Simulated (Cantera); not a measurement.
Cantera run, input and output.

```python
import numpy as np
import cantera as ct

gas = ct.Solution("gri30.yaml")
gas.TPX = 575, 101325, {'CO': 1, 'H2': 0.62, 'CH4': 0.14, 'O2': 0.727, 'N2': 2.73, 'H2O': 1.1}
inlet = ct.Reservoir(gas, clone=True)
gas.equilibrate("HP")  # start burning
reactor = ct.IdealGasConstPressureReactor(gas, energy="on", clone=False)
exhaust = ct.Reservoir(gas, clone=True)
tau = [0.13, 0.065, 0.033, 0.017, 0.0084, 0.0042, 0.0021, 0.0011, 0.00054, 0.00027, 0.00014, 7e-05, 3.5e-05][0]
for a, b in ((inlet, reactor), (reactor, exhaust)):
    ct.MassFlowController(a, b, mdot=lambda t: reactor.mass / tau)
net = ct.ReactorNet([reactor])
show = ['CO', 'H2', 'CH4', 'HCO', 'NO', 'H2O']

rows = []
print(f"{'tau/s':>10s}{'T/K':>9s}" + "".join(f"{s:>11s}" for s in show))
for tau in [0.13, 0.065, 0.033, 0.017, 0.0084, 0.0042, 0.0021, 0.0011, 0.00054, 0.00027, 0.00014, 7e-05, 3.5e-05]:
    net.initial_time = 0.0
    net.advance(30 * tau)
    before = gas.X
    net.advance(40 * tau)
    drift = np.max(np.abs(gas.X - before) / (gas.X + 1e-9))
    rows.append([gas.T, *gas[show].X, drift])
    print(f"{tau:10.3e}{gas.T:9.1f}" + "".join(f"{x:11.3e}" for x in gas[show].X))
```

Result:

```
     tau/s      T/K         CO         H2        CH4        HCO         NO        H2O
 1.300e-01   2068.4  8.038e-02  4.327e-02  4.385e-06  4.200e-08  7.000e-05  2.956e-01
 6.500e-02   2062.2  8.037e-02  4.333e-02  5.162e-06  5.936e-08  7.332e-05  2.949e-01
 3.300e-02   2053.5  8.038e-02  4.345e-02  6.153e-06  8.562e-08  7.431e-05  2.940e-01
 1.700e-02   2041.7  8.042e-02  4.363e-02  7.574e-06  1.255e-07  7.225e-05  2.927e-01
 8.400e-03   2024.2  8.055e-02  4.394e-02  9.939e-06  1.929e-07  6.652e-05  2.909e-01
 4.200e-03   2000.2  8.080e-02  4.442e-02  1.374e-05  3.016e-07  5.792e-05  2.885e-01
 2.100e-03   1967.5  8.124e-02  4.511e-02  2.013e-05  4.821e-07  4.763e-05  2.853e-01
 1.100e-03   1927.6  8.192e-02  4.593e-02  3.043e-05  7.609e-07  3.782e-05  2.815e-01
 5.400e-04   1871.7  8.316e-02  4.690e-02  5.140e-05  1.281e-06  2.795e-05  2.767e-01
 2.700e-04   1804.8  8.546e-02  4.760e-02  9.317e-05  2.173e-06  1.976e-05  2.718e-01
 1.400e-04   1729.4  9.002e-02  4.747e-02  1.809e-04  3.681e-06  1.321e-05  2.678e-01
 7.000e-05   1632.0  1.013e-01  4.574e-02  4.336e-04  6.798e-06  7.252e-06  2.661e-01
 3.500e-05    575.0  1.583e-01  9.815e-02  2.216e-02  1.616e-22 -6.786e-20  1.741e-01
```

Cantera simulation using GRI-Mech 3.0 (53 species, 325 reactions); the numbers are that mechanism's predictions, not measurements.
